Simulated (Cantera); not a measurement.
Charge: 1 mol B2O3, 0.37 mol N2, 0.16 mol H2, held at 0.0560 bar.

Method: chemical equilibrium by Gibbs-energy minimisation in Cantera with the NASA 1993 tables (ideal gas, pure condensed phases). Candidate condensed phases: B, BN, B2O3, B3O3H3, H2O; 39 gas species. N2 is the only nitrogen source here; it is nearly inert below about 1500 K, so the nitride shown seldom forms there in practice. Mutual solubility and eutectic melting of coexisting phases are not modelled. Rates play no part.

Over these rows the condensed part is BN(s) + B2O3(l). Partial pressures as log10 of bar:

```json
[
 {"T (K)": "1473", "1000/T (1/K)": "0.6789", "log p B2O2": "-6.64", "log p N2": "-1.41", "log p H2": "-1.78"},
 {"T (K)": "1523", "1000/T (1/K)": "0.6566", "log p B2O2": "-6.03", "log p N2": "-1.41", "log p H2": "-1.78"},
 {"T (K)": "1573", "1000/T (1/K)": "0.6357", "log p B2O2": "-5.46", "log p N2": "-1.41", "log p H2": "-1.78"},
 {"T (K)": "1623", "1000/T (1/K)": "0.6161", "log p B2O2": "?", "log p N2": "-1.41", "log p H2": "-1.78"},
 {"T (K)": "1673", "1000/T (1/K)": "0.5977", "log p B2O2": "-4.43", "log p N2": "-1.42", "log p H2": "-1.79"},
 {"T (K)": "1723", "1000/T (1/K)": "0.5804", "log p B2O2": "-3.96", "log p N2": "-1.42", "log p H2": "-1.81"}
]
```

Problem. Fit log p(B2O2) = a + b·(1000/T) to the five rows, give the apparent enthalpy, and predict the row at 1623 K.

Solution. Means: 1000/T = 0.6299, log p = -5.304. Sxy = -0.180424, Sxx = 0.0066346, so b = -27.19 and a = -5.304 − (-27.19)×0.6299 = 11.82.
Apparent enthalpy: −19.145 × (-27.19) = 521 kJ/mol. With the condensed phases at unit activity, 2/3 BN(s) + 2/3 B2O3(l) = B2O2(g) + 1/3 N2(g) links this pressure to the main gases: over the six rows their terms move log p by +0.00 in all, so the slope is close to that reaction's ΔH°. The five rows lie within 0.01 of the line.
Prediction at 1623 K: 11.82 + (-27.19)×0.6161 = -4.93. The computed value is -4.93, 0.00 from the line.
